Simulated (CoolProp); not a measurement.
Properties of octamethylcyclotetrasiloxane (D4) along the isotherm 620 K (Tc = 586.5 K, pc = 1.347 MPa, ω = 0.598).

Computed with CoolProp (reference Helmholtz-energy equation of state, Thol 2015).

```
p (MPa)          phase  density (kg/m³)  speed of sound (m/s)
-------  -------------  ---------------  --------------------
0.0426             gas            2.474            (withheld)
0.0643             gas            3.751                 131.0
0.097              gas            5.699                 130.1
0.146              gas       (withheld)                 128.7
0.221              gas            13.36            (withheld)
0.333              gas            20.68                 123.2
0.502              gas       (withheld)                 117.9
0.758              gas            53.06                 109.3
1.14               gas            91.93            (withheld)
1.72     supercritical            195.8                 68.64
2.6      supercritical            422.0                 101.9
3.92     supercritical            508.4            (withheld)
5.92     supercritical            561.6                 241.8
8.93     supercritical            605.4                 312.4
13.5     supercritical            646.2            (withheld)
```

Q: Some entries are withheld; supply them.

A: 
- 0.0426, speed of sound (m/s): 131.6
- 0.146, density (kg/m³): 8.673
- 0.221, speed of sound (m/s): 126.6
- 0.502, density (kg/m³): 32.58
- 1.14, speed of sound (m/s): 94.55
- 3.92, speed of sound (m/s): 173.8
- 13.5, speed of sound (m/s): 390.4
